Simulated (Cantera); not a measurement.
An adiabatic, constant-volume homogeneous reactor starts with 43.5 % CO, 0.761 % H2, 8.59 % O2, 32.3 % N2, 14.9 % H2O, equivalence ratio 2.6, at 1748 K and 5.00 bar.

Cantera simulation using GRI-Mech 3.0 (53 species, 325 reactions); the numbers are that mechanism's predictions, not measurements. The hydrogen kinetics of GRI-Mech 3.0 are dated; newer H2 mechanisms differ, most at raised pressure.

x: mole fraction; the columns are a selection and need not sum to one.

| t (s) | T (K) | P (bar) | x CO | x H2 | x O2 | x N2O | x HO2 | x H2O |
|---|---|---|---|---|---|---|---|---|
| 2.00e-6 | 1748 | 5.00 | 0.435 | 0.00760 | 0.0858 | 5.62e-10 | 7.17e-6 | 0.149 |
| 4.31e-6 | 1783 | 5.09 | 0.424 | 0.00746 | 0.0790 | 4.72e-8 | 0.000112 | 0.146 |
| 9.28e-6 | (withheld) | 7.01 | 0.289 | (withheld) | (withheld) | (withheld) | (withheld) | (withheld) |
| 2.00e-5 | 2894 | 7.73 | 0.280 | 0.0270 | 0.00588 | 3.23e-7 | 5.08e-6 | 0.129 |
| 4.31e-5 | 2944 | 7.83 | 0.279 | 0.0266 | 0.00440 | 3.54e-7 | 4.04e-6 | 0.131 |
| 9.28e-5 | 2942 | 7.83 | 0.279 | 0.0266 | 0.00425 | 3.58e-7 | 3.92e-6 | 0.131 |
| 0.000200 | 2937 | 7.81 | 0.279 | 0.0268 | 0.00407 | 3.74e-7 | 3.75e-6 | 0.131 |
| 0.000431 | 2933 | 7.80 | 0.280 | 0.0269 | 0.00391 | 4.00e-7 | 3.60e-6 | 0.131 |
| 0.000928 | 2931 | 7.80 | 0.280 | 0.0270 | 0.00386 | 4.10e-7 | 3.56e-6 | 0.131 |
| 0.00200 | 2931 | 7.80 | 0.280 | 0.0270 | 0.00386 | 4.11e-7 | 3.56e-6 | 0.131 |
| 0.00431 | 2931 | 7.80 | 0.280 | 0.0270 | 0.00386 | 4.11e-7 | 3.56e-6 | 0.131 |
| 0.00928 | 2931 | 7.80 | 0.280 | 0.0270 | 0.00386 | 4.11e-7 | 3.56e-6 | 0.131 |
| 0.0200 | 2931 | 7.80 | 0.280 | 0.0270 | 0.00386 | 4.11e-7 | 3.56e-6 | 0.131 |
| 0.0431 | 2931 | 7.80 | 0.280 | 0.0270 | 0.00386 | 4.11e-7 | 3.56e-6 | 0.131 |
| 0.0928 | 2931 | 7.80 | 0.280 | 0.0270 | 0.00386 | 4.11e-7 | 3.56e-6 | 0.131 |
| 0.200 | 2931 | 7.80 | 0.280 | 0.0270 | 0.00386 | 4.11e-7 | 3.56e-6 | 0.131 |

**Question.** Fill in the missing entries.

**Answer.** 
- 9.28e-6, T (K): 2567
- 9.28e-6, x H2: 0.0302
- 9.28e-6, x O2: 0.0141
- 9.28e-6, x N2O: 2.07e-7
- 9.28e-6, x HO2: 1.27e-5
- 9.28e-6, x H2O: 0.113
